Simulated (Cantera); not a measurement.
## Premixed flame

A freely propagating, adiabatic, planar premixed flame of H₂ : O₂ : N₂ = 1 : 0.294 : 1.11 (molar parts), unburnt at 573 K and 0.133 bar; mixture-averaged transport, grid criteria slope 0.08 and curve 0.16, no radiation.

Computed with Cantera and the H2/O2 subset of GRI-Mech 3.0, which has no nitrogen chemistry. Burning velocities carry a grid error of a few per cent, more on coarse grids.

```json
[
 {"z (mm)": "-18.0", "T (K)": "573", "u (m/s)": "6.35", "x H₂": "0.416", "x O₂": "0.122", "x H": "<1e-8", "x H₂O": "<1e-8", "x H₂O₂": "<1e-8", "x HO₂": "<1e-8"},
 {"z (mm)": "-12.0", "T (K)": "573", "u (m/s)": "6.35", "x H₂": "0.416", "x O₂": "0.122", "x H": "<1e-8", "x H₂O": "<1e-8", "x H₂O₂": "<1e-8", "x HO₂": "<1e-8"},
 {"z (mm)": "-9.02", "T (K)": "573", "u (m/s)": "6.35", "x H₂": "0.416", "x O₂": "0.122", "x H": "<1e-8", "x H₂O": "<1e-8", "x H₂O₂": "<1e-8", "x HO₂": "<1e-8"},
 {"z (mm)": "-6.01", "T (K)": "573", "u (m/s)": "6.35", "x H₂": "0.416", "x O₂": "0.122", "x H": "3.23e-7", "x H₂O": "3.59e-8", "x H₂O₂": "<1e-8", "x HO₂": "5.65e-7"},
 {"z (mm)": "-3.01", "T (K)": "583", "u (m/s)": "6.45", "x H₂": "0.414", "x O₂": "0.122", "x H": "0.000465", "x H₂O": "0.000625", "x H₂O₂": "5.05e-7", "x HO₂": "4.86e-5"},
 {"z (mm)": "-1.50", "T (K)": "711", "u (m/s)": "7.79", "x H₂": "0.391", "x O₂": "0.118", "x H": "0.0115", "x H₂O": "0.0118", "x H₂O₂": "5.81e-7", "x HO₂": "3.12e-5"},
 {"z (mm)": "0", "T (K)": "1096", "u (m/s)": "11.7", "x H₂": "0.243", "x O₂": "0.0692", "x H": "0.0871", "x H₂O": "0.114", "x H₂O₂": "3.31e-7", "x HO₂": "1.17e-5"},
 {"z (mm)": "1.50", "T (K)": "1353", "u (m/s)": "14.3", "x H₂": "0.135", "x O₂": "0.0101", "x H": "0.132", "x H₂O": "0.227", "x H₂O₂": "2.98e-7", "x HO₂": "1.66e-6"},
 {"z (mm)": "3.01", "T (K)": "1450", "u (m/s)": "15.2", "x H₂": "0.131", "x O₂": "0.00454", "x H": "0.127", "x H₂O": "0.239", "x H₂O₂": "2.67e-7", "x HO₂": "6.83e-7"},
 {"z (mm)": "6.01", "T (K)": "1563", "u (m/s)": "16.3", "x H₂": "0.139", "x O₂": "0.00370", "x H": "0.112", "x H₂O": "0.242", "x H₂O₂": "2.16e-7", "x HO₂": "4.89e-7"},
 {"z (mm)": "12.0", "T (K)": "1695", "u (m/s)": "17.5", "x H₂": "0.148", "x O₂": "0.00301", "x H": "0.0942", "x H₂O": "0.246", "x H₂O₂": "1.38e-7", "x HO₂": "3.54e-7"},
 {"z (mm)": "24.1", "T (K)": "1835", "u (m/s)": "18.7", "x H₂": "0.158", "x O₂": "0.00221", "x H": "0.0758", "x H₂O": "0.250", "x H₂O₂": "7.54e-8", "x HO₂": "2.43e-7"},
 {"z (mm)": "48.1", "T (K)": "1972", "u (m/s)": "19.9", "x H₂": "0.166", "x O₂": "0.00145", "x H": "0.0580", "x H₂O": "0.256", "x H₂O₂": "3.90e-8", "x HO₂": "1.62e-7"}
]
```
x: mole fraction of selected species; z is measured from the peak of heat release.

The laminar burning velocity is 635 cm/s. The thermal thickness comes out as 6.01 mm and the peak x(H) comes out as 0.133. The peak x(H₂O₂) is 8.02e-7, the peak x(HO₂) comes out as 4.87e-5 and the grid points is 135.
